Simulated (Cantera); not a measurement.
Feed: 1 mol SiO2, 3.5 mol MgO, 1.1 mol N2, held at 2623 K and 3450 Torr.

Cantera equilibrium calculation (NASA polynomials, part measured and part estimated; ideal gas, pure solids and liquids). Candidate condensed phases: Mg, MgO, MgSiO3, Mg2SiO4, Si, SiO2, Si2N2O, Si3N4; 20 gas species. Mutual solubility and eutectic melting of coexisting phases are not modelled. Condensed phases not in the tables: alloys, solid solutions and most ternary compounds. Equilibrium is a limit: real reactors are often held back by kinetics, nucleation or transport.

Question: What is the equilibrium state?

Answer: 
- x(N2) = 0.997
- x(Mg) = 0.00105
- x(NO) = 0.000888
- x(SiO) = 0.000323
- x(O2) = 0.000164
- x(O) = 0.000154
- x(MgO) = 4.87e-5
- x(SiO2) = 6.64e-6
- n(MgO(s)) = 1.50 mol
- n(Mg2SiO4(l)) = 1.000 mol
- gas amount = 1.102 mol
- log10 activity of Mg(l) (absent) = -4.55
- log10 activity of Si(l) (absent) = -6.93
